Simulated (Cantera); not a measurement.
Thermodynamics of titanium nitride, carbide and oxide coatings, feed Ti(OiPr)4 + H2O

A closed system holds: 1 mol Ti(OiPr)4, 25 mol H2O, held at 48.8 Torr.

Method: chemical equilibrium by Gibbs-energy minimisation in Cantera with the NASA 1993 tables (ideal gas, pure condensed phases). Candidate condensed phases: C, C6H6, C7H8, C8H18, H2O, Ti, TiC, TiO, TiO2, Ti2O3, Ti3O5, Ti4O7; 113 gas species. The feed counts by its element totals alone. Condensed phases not in the tables: Magnéli phases beyond Ti4O7. Gases not in the tables: TiO(OH)2. The numbers say what is thermodynamically allowed, not how fast it happens.

From 1548 K to 1998 K the condensed part is TiO2(rutile). From 2048 K to 2198 K the condensed part is Ti4O7(l).

| T (K) | x H2 | x H2O | x CO | x CO2 | x H | n TiO2(rutile) | n Ti4O7(l) |
|---|---|---|---|---|---|---|---|
| 1548 | 0.507 | 0.258 | 0.199 | 0.0363 | 8.60e-5 | 1.00 | 0 |
| 1598 | 0.505 | 0.260 | 0.201 | 0.0345 | 0.000148 | 1.00 | 0 |
| 1648 | 0.503 | 0.261 | 0.202 | 0.0328 | 0.000248 | 1.00 | 0 |
| 1698 | 0.502 | 0.263 | 0.204 | 0.0313 | 0.000402 | 1.00 | 0 |
| 1748 | 0.500 | 0.264 | 0.205 | 0.0300 | 0.000634 | 1.000 | 0 |
| 1798 | 0.499 | 0.265 | 0.206 | 0.0288 | 0.000975 | 1.000 | 0 |
| 1848 | 0.497 | 0.266 | 0.207 | 0.0277 | 0.00147 | 1.000 | 0 |
| 1898 | 0.496 | 0.267 | 0.208 | 0.0267 | 0.00216 | 1.000 | 0 |
| 1948 | 0.494 | 0.268 | 0.209 | 0.0258 | 0.00312 | 1.000 | 0 |
| 1998 | 0.492 | 0.268 | 0.210 | 0.0250 | 0.00442 | 1.000 | 0 |
| 2048 | 0.486 | 0.273 | 0.210 | 0.0248 | 0.00612 | 0 | 0.250 |
| 2098 | 0.484 | 0.273 | 0.210 | 0.0240 | 0.00839 | 0 | 0.250 |
| 2148 | 0.481 | 0.273 | 0.210 | 0.0234 | 0.0113 | 0 | 0.250 |
| 2198 | 0.478 | 0.273 | 0.211 | 0.0228 | 0.0151 | 0 | 0.249 |
x: gas mole fraction; n: condensed amount in mol.
